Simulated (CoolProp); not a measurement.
Vapour pressure (MPa) of ethanol: the reference equation beside estimates from Tc = 514.7 K, pc = 6.268 MPa, ω = 0.644. Clausius-Clapeyron is anchored at 424.3 K with a constant enthalpy of vaporisation of 31.57 kJ/mol.

Values from CoolProp's reference Helmholtz-energy equation of state, Schroeder 2014.

```tsv
T (K)	reference	Clausius-Clapeyron	van der Waals	Redlich-Kwong	Soave-Redlich-Kwong	Peng-Robinson
410.5	0.7041	0.7488	2.369	1.508	0.7088	0.7087
413.9	0.7719	0.8079	2.461	1.599	0.7767	0.7757
417.4	0.8470	0.8725	2.558	1.697	0.8517	0.8498
420.8	0.9253	0.9390	2.655	1.795	0.9299	0.9269
424.3	1.012	1.012	2.756	1.901	1.016	1.012
427.7	1.101	1.086	2.857	2.007	1.106	1.100
431.1	1.197	1.165	2.961	2.118	1.201	1.194
434.6	1.302	1.251	3.070	2.236	1.306	1.298
438	1.411	1.338	3.178	2.354	1.415	1.405
441.4	1.526	1.431	3.289	2.477	1.530	1.519
444.9	1.652	1.531	3.405	2.608	1.656	1.643
448.3	1.782	1.633	3.520	2.740	1.786	1.772
```

Absolute difference from the reference over all 12 rows, mean and median: Clausius-Clapeyron 4.2 and 4.3 %, van der Waals 158.6 and 153.4 %, Redlich-Kwong 81.3 and 79.6 %, Soave-Redlich-Kwong 0.4 and 0.4 %, Peng-Robinson 0.4 and 0.4 %.
